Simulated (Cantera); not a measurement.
What does this Cantera script print?

```python
import numpy as np
import cantera as ct

gas = ct.Solution("gri30.yaml")
gas.TPX = 350, 1600000, {'CO': 1, 'H2': 0.44, 'CH4': 1.3, 'O2': 3.32, 'N2': 12.5, 'CO2': 1.8}
inlet = ct.Reservoir(gas, clone=True)
gas.equilibrate("HP")  # start burning
reactor = ct.IdealGasConstPressureReactor(gas, energy="on", clone=False)
exhaust = ct.Reservoir(gas, clone=True)
tau = [0.3, 0.13, 0.058, 0.025, 0.011, 0.0048, 0.0021, 0.0009, 0.00039, 0.00017, 7.4e-05][0]
for a, b in ((inlet, reactor), (reactor, exhaust)):
    ct.MassFlowController(a, b, mdot=lambda t: reactor.mass / tau)
net = ct.ReactorNet([reactor])
show = ['CO', 'H2', 'CH4', 'NO2', 'C2H4', 'H']

rows = []
print(f"{'tau/s':>10s}{'T/K':>9s}" + "".join(f"{s:>11s}" for s in show))
for tau in [0.3, 0.13, 0.058, 0.025, 0.011, 0.0048, 0.0021, 0.0009, 0.00039, 0.00017, 7.4e-05]:
    net.initial_time = 0.0
    net.advance(30 * tau)
    before = gas.X
    net.advance(40 * tau)
    drift = np.max(np.abs(gas.X - before) / (gas.X + 1e-9))
    rows.append([gas.T, *gas[show].X, drift])
    print(f"{tau:10.3e}{gas.T:9.1f}" + "".join(f"{x:11.3e}" for x in gas[show].X))
```

Result:

```
     tau/s      T/K         CO         H2        CH4        NO2       C2H4          H
 3.000e-01   2152.7  4.972e-03  7.312e-04  4.639e-07  4.323e-07  9.535e-12  3.070e-05
 1.300e-01   2151.8  5.135e-03  7.546e-04  1.016e-06  3.549e-07  4.598e-11  3.283e-05
 5.800e-02   2149.4  5.479e-03  8.042e-04  2.099e-06  2.777e-07  1.965e-10  3.703e-05
 2.500e-02   2144.4  6.153e-03  9.023e-04  4.281e-06  2.167e-07  8.125e-10  4.551e-05
 1.100e-02   2136.0  7.232e-03  1.060e-03  8.208e-06  1.831e-07  2.911e-09  6.052e-05
 4.800e-03   2123.4  8.833e-03  1.294e-03  1.532e-05  1.690e-07  9.534e-09  8.642e-05
 2.100e-03   2105.9  1.103e-02  1.615e-03  2.812e-05  1.655e-07  2.876e-08  1.287e-04
 9.000e-04   2081.5  1.404e-02  2.051e-03  5.277e-05  1.631e-07  8.492e-08  1.974e-04
 3.900e-04   2049.1  1.801e-02  2.612e-03  1.013e-04  1.542e-07  2.457e-07  3.002e-04
 1.700e-04   2004.3  2.342e-02  3.339e-03  2.080e-04  1.337e-07  7.597e-07  4.394e-04
 7.400e-05   1929.4  3.233e-02  4.409e-03  5.401e-04  9.332e-08  3.527e-06  5.584e-04
```

Model: GRI-Mech 3.0 (53 species, 325 reactions), integrated in Cantera. The pressure lies above the range GRI-Mech 3.0 was tuned for (to about 10 atm).
